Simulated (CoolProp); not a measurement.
Aqueous ethylene glycol as a coolant, at -4 °C, 1 atm.

The numbers come from the Melinder's fits for secondary coolants in CoolProp.

```csv
mass %,freezing point (°C),density (kg/m³),Prandtl number,conductivity (W/(m K)),cp (kJ/(kg K))
17.7,-6.7,1026,27.5,0.488,3.898
21.8,-9.0,1033,31.6,[?],3.819
26,-11.6,1040,36.4,[?],3.732
30.2,-14.7,1046,41.9,0.441,3.641
34.3,-18.2,1053,47.9,0.427,3.549
38.5,-22.2,1060,55.1,0.412,3.452
42.7,[?],1066,63.3,0.398,[?]
46.8,-31.8,1072,72.6,0.384,3.256
51,-37.4,1078,83.6,0.371,3.156
```

Problem. Fill in the missing entries.

Solution. 
- 21.8, conductivity (W/(m K)): 0.472
- 26, conductivity (W/(m K)): 0.457
- 42.7, freezing point (°C): -26.8
- 42.7, cp (kJ/(kg K)): 3.353
